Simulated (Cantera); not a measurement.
# Ignition delay

Mixture: CO : H2 : O2 : N2 = 1 : 0.12 : 1.04 : 3.9 (molar parts), at 1.01 bar, adiabatic and at constant volume. Ignition delay is the time to a rise of 400 K.

Computed with Cantera and GRI-Mech 3.0 (53 species, 325 reactions). Where the delays flatten at high temperature, the 400 K rule measures the pace of heat release, not the induction time.

```tsv
T0 (K)	delay (ms)
1050	0.356
1150	0.171
1250	0.116
1350	0.0918
1450	0.0807
1550	0.0764
1650	0.0769
1750	0.0814
1850	0.0893
1950	0.100
```
